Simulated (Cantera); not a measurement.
A closed system holds: 1 mol Si, 2.2 mol HCl, 1.7 mol H2, at 923 K and 1.00 bar.

These are equilibrium values from Cantera (NASA tables, ideal gas, pure condensed phases), not measurements of a reactor. Candidate condensed phases: Si; 19 gas species. The tables' values for SiCl3 are old estimates; treat these amounts as uncertain. Kinetics and transport are ignored.

Base state: H2 0.812, SiCl4 0.118, SiHCl3 0.0609, HCl 0.00559, SiH2Cl2 0.00309, SiCl3 0.000402, SiCl2 5.53e-5, SiH3Cl 3.87e-5 (mole fractions); condensed: Si(s).

**Question.** What changes in the equilibrium state with this change: pressure from 1.00 bar to 5.10 mbar?

**Answer.** 
```
species      before     after
----------  -------  --------
H2            0.812     0.814
SiCl4         0.118     0.142
HCl         0.00559    0.0220
SiHCl3       0.0609    0.0188
SiH3Cl      3.87e-5   7.77e-7
SiCl2       5.53e-5  0.000852
SiH2Cl2     0.00309  0.000243
Si(s), mol    0.399     0.449
```
